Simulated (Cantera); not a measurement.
A perfectly stirred reactor is fed with 61.3 % NO, 38.7 % N₂, at 0.132 atm; it is held at 1675 K, and followed from long to short residence time.

Model: GRI-Mech 3.0 (53 species, 325 reactions), integrated in Cantera.

Task: Predict: x(NO) at τ = 27.0 s; x(O) at τ = 27.0 s; x(O₂) at τ = 27.0 s; x(N₂) at τ = 27.0 s; x(N₂O) at τ = 27.0 s; x(NO) at τ = 70.0 ms; x(O) at τ = 70.0 ms; x(O₂) at τ = 70.0 ms; x(N₂) at τ = 70.0 ms; x(N₂O) at τ = 70.0 ms.

Result: 
| Quantity | Value |
|---|---|
| x(NO) at τ = 27.0 s | 0.480 |
| x(O) at τ = 27.0 s | 2.57e-5 |
| x(O₂) at τ = 27.0 s | 0.0662 |
| x(N₂) at τ = 27.0 s | 0.453 |
| x(N₂O) at τ = 27.0 s | 7.99e-5 |
| x(NO) at τ = 70.0 ms | 0.613 |
| x(O) at τ = 70.0 ms | 6.79e-6 |
| x(O₂) at τ = 70.0 ms | 0.000163 |
| x(N₂) at τ = 70.0 ms | 0.387 |
| x(N₂O) at τ = 70.0 ms | 8.81e-5 |
